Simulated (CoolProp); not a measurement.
Aqueous sodium chloride as a coolant, at 13 °C, 1 atm.

Computed with CoolProp (Melinder's fits for secondary coolants).

```tsv
mass %	freezing point (°C)	cp (kJ/(kg K))	Prandtl number	density (kg/m³)	viscosity (mPa s)
4.1	-2.5	3.965	8.68	1029	1.28
5.3	-3.2	3.908	8.74	1038	1.30
6.5	-4.0	3.854	8.82	1047	1.33
7.8	-4.9	3.798	8.92	1056	1.36
9	[?]	3.750	9.04	[?]	1.39
10.2	-6.7	3.704	9.16	1074	1.43
11.4	-7.7	3.661	9.31	1084	1.46
12.6	[?]	3.620	9.47	1093	1.50
13.8	-9.8	3.580	9.65	1102	1.55
15	-10.9	3.543	9.86	1111	1.59
16.2	-12.1	3.507	10.1	1121	1.64
17.4	-13.4	3.473	10.3	1130	1.70
```

### Question
What belongs in the gaps?

### Answer

- 9, freezing point (°C): -5.8
- 9, density (kg/m³): 1065
- 12.6, freezing point (°C): -8.7
